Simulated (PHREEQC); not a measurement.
PHREEQC input (ion-association model, wateq4f.dat):

```
SOLUTION 1
  temp 25
  units mol/kgw
  pH 7 charge
END
SELECTED_OUTPUT 1
  -reset false
  -pH true
  -pe true
  -ionic_strength true
  -water true
  -totals Ag Cu F Cu(1) Cu(2)
  -molalities H+ Ag+ Cu+2 F- O2 OH- HF HF2- Cu+ CuF+
    CuOH+ Cu(OH)2 Cu(OH)3- Cu(OH)4-2 Cu2(OH)2+2 AgF AgOH Ag(OH)2- H2F2
  -equilibrium_phases CuF2:2H2O Cu(OH)2 Ag2O
PRINT
  -reset false
USE solution 1
REACTION 1
  AgF 1
  0 0.0208 0.0417 0.0625 0.0833 0.104 0.125 0.146 0.167 0.188 0.208 0.229 0.25 moles
EQUILIBRIUM_PHASES 1
  CuF2:2H2O 0 0.5
  Cu(OH)2 0 0
  Ag2O 0 0
  O2(g) -0.68 10
END
```

Selected output (columns that matter, 13 of 13 rows; AgF added (mol) added in front):

```
AgF added (mol)	pH	mu	Ag	Cu	F	m_H+	m_Ag+	m_Cu+2	m_F-	m_OH-	m_CuF+	m_AgF	CuF2:2H2O	Cu(OH)2
0	5.1758	0.093636	0	0.040098	0.080196	8.0554e-06	0	0.026615	0.066586	1.9543e-09	0.012848	0	0.45984	0
0.0208	5.2544	0.096421	0.020775	0.033867	0.088508	6.7331e-06	0.018892	0.021687	0.074311	2.3473e-09	0.011579	0.0018831	0.46609	0
0.0417	5.336	0.10156	0.041657	0.028579	0.098815	5.5941e-06	0.037498	0.017608	0.083542	2.8461e-09	0.0104	0.0041599	0.47139	0
0.0625	5.4171	0.10886	0.062446	0.024269	0.11098	4.6568e-06	0.055594	0.014372	0.094085	3.4533e-09	0.0093548	0.0068516	0.47571	0
0.0833	5.4937	0.118	0.083238	0.02081	0.12486	3.9196e-06	0.073253	0.011847	0.10575	4.1514e-09	0.0084484	0.0099854	0.47917	3.5841e-06
0.104	5.538	0.12844	0.10393	0.018024	0.14009	3.5543e-06	0.0904	0.0099092	0.11815	4.6359e-09	0.0076819	0.013534	0.48191	5.2874e-05
0.125	5.5799	0.14009	0.12493	0.015778	0.15667	3.241e-06	0.10738	0.0083864	0.13134	5.1506e-09	0.0070237	0.017554	0.48412	9.4134e-05
0.146	5.6187	0.15248	0.14593	0.013985	0.17415	2.9768e-06	0.12396	0.0071997	0.14492	5.68e-09	0.0064674	0.021969	0.48588	0.0001287
0.167	5.6543	0.16536	0.16693	0.012536	0.19231	2.7531e-06	0.14017	0.0062637	0.15874	6.2178e-09	0.0059953	0.026751	0.4873	0.00015821
0.188	5.6871	0.17854	0.18792	0.011352	0.211	2.5625e-06	0.15605	0.0055151	0.17266	6.7593e-09	0.0055917	0.031871	0.48846	0.00018388
0.208	5.716	0.19126	0.20792	0.010413	0.22916	2.406e-06	0.17089	0.0049341	0.18595	7.2757e-09	0.0052594	0.037038	0.48938	0.00020558
0.229	5.744	0.2047	0.22892	0.0095835	0.24854	2.2632e-06	0.18618	0.0044304	0.19989	7.8164e-09	0.0049553	0.042746	0.49019	0.00022612
0.25	5.7699	0.21817	0.24992	0.0088796	0.26817	2.1385e-06	0.2012	0.0040112	0.21377	8.3541e-09	0.0046889	0.048725	0.49087	0.00024482
```
